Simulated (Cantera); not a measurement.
Ignition delay

Mixture: 18.1 % CO, 1.23 % H2, 1.31 % CH4, 13.1 % O2, 57.5 % N2, 8.71 % H2O, equivalence ratio 0.94, at 488 Torr, adiabatic and at constant volume. Ignition delay is the time to a rise of 400 K.

Model: GRI-Mech 3.0 (53 species, 325 reactions), integrated in Cantera. Where the delays flatten at high temperature, the 400 K rule measures the pace of heat release, not the induction time.

```json
[
 {"T0 (K)": "1425", "delay (ms)": "0.168"},
 {"T0 (K)": "1500", "delay (ms)": "0.133"},
 {"T0 (K)": "1575", "delay (ms)": "0.110"},
 {"T0 (K)": "1650", "delay (ms)": "0.0941"},
 {"T0 (K)": "1725", "delay (ms)": "0.0835"}
]
```
